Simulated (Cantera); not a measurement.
What does this Cantera script print?

```python
import numpy as np
import cantera as ct

gas = ct.Solution("gri30.yaml")
gas.TPX = 1798, 2666, {'CH4': 0.011, 'H2': 1}
reactor = ct.IdealGasConstPressureReactor(gas, energy="off", clone=False)
net = ct.ReactorNet([reactor])
net.rtol, net.atol = 1e-08, 1e-18
show = ['CH4', 'H2', 'H', 'C2H', 'C2H4']
times = np.geomspace(0.0003, 6, 15)

steps = ct.SolutionArray(gas, extra=["t"])
rows = []
print(f"{'t/s':>10s}{'T/K':>9s}{'P/Pa':>11s}" + "".join(f"{s:>11s}" for s in show))
for t in times:
    while net.time < t:
        t_next = net.step()
        steps.append(gas.state, t=t_next)
    rows.append([np.interp(t, steps.t, y) for y in (steps.T, steps.P, *steps(*show).X.T)])
    print(f"{t:10.3e}{rows[-1][0]:9.1f}{rows[-1][1]:11.4g}" + "".join(f"{x:11.3e}" for x in rows[-1][2:]))
rate = np.gradient(steps.T, steps.t)
print("integrator steps:", len(steps.t))
if steps.T.max() > steps.T[0] + 200:
    print(f"time of steepest temperature rise: {steps.t[rate.argmax()]:.4e} s")
gas.TPX = 1798, 2666, {'CH4': 0.011, 'H2': 1}
gas.equilibrate("TP")
print(f"equilibrium (TP): T = {gas.T:.1f} K  " + "  ".join(f"{s} {gas[s].X[0]:.3e}" for s in show))
```

Result:

```
       t/s      T/K       P/Pa        CH4         H2          H        C2H       C2H4
 3.000e-04   1798.0       2666  1.088e-02  9.891e-01  1.158e-05  7.708e-20  8.903e-11
 6.086e-04   1798.0       2666  1.087e-02  9.891e-01  2.374e-05  2.464e-18  6.713e-10
 1.235e-03   1798.0       2666  1.087e-02  9.891e-01  4.839e-05  8.560e-17  5.238e-09
 2.505e-03   1798.0       2666  1.086e-02  9.890e-01  9.834e-05  3.187e-15  4.060e-08
 5.081e-03   1798.0       2666  1.083e-02  9.889e-01  1.992e-04  1.246e-13  2.927e-07
 1.031e-02   1798.0       2666  1.078e-02  9.887e-01  4.005e-04  4.593e-12  1.665e-06
 2.091e-02   1798.0       2666  1.066e-02  9.884e-01  7.816e-04  1.198e-10  5.601e-06
 4.243e-02   1798.0       2666  1.028e-02  9.879e-01  1.362e-03  1.667e-09  1.058e-05
 8.607e-02   1798.0       2666  9.243e-03  9.880e-01  1.824e-03  9.946e-09  1.194e-05
 1.746e-01   1798.0       2666  7.400e-03  9.888e-01  1.958e-03  2.679e-08  8.934e-06
 3.542e-01   1798.0       2666  5.173e-03  9.899e-01  2.013e-03  4.772e-08  5.699e-06
 7.186e-01   1798.0       2666  3.152e-03  9.909e-01  2.067e-03  6.779e-08  3.873e-06
 1.458e+00   1798.0       2666  1.724e-03  9.916e-01  2.111e-03  8.276e-08  3.267e-06
 2.958e+00   1798.0       2666  8.881e-04  9.920e-01  2.139e-03  9.190e-08  3.190e-06
 6.000e+00   1798.0       2666  4.497e-04  9.922e-01  2.154e-03  9.678e-08  3.235e-06
integrator steps: 785
equilibrium (TP): T = 1798.0 K  CH4 1.125e-04  H2 9.924e-01  H 2.164e-03  C2H 1.005e-07  C2H4 3.311e-06
```

Computed with Cantera and GRI-Mech 3.0 (53 species, 325 reactions). GRI-Mech 3.0 stops at C3 and has no aromatics, soot or wall deposition, so with more carbon than oxygen in the feed, carbon stays in small species such as C2H2 where larger ones or solid carbon would form. Radical loss at walls, strong at low pressure, is not modelled.
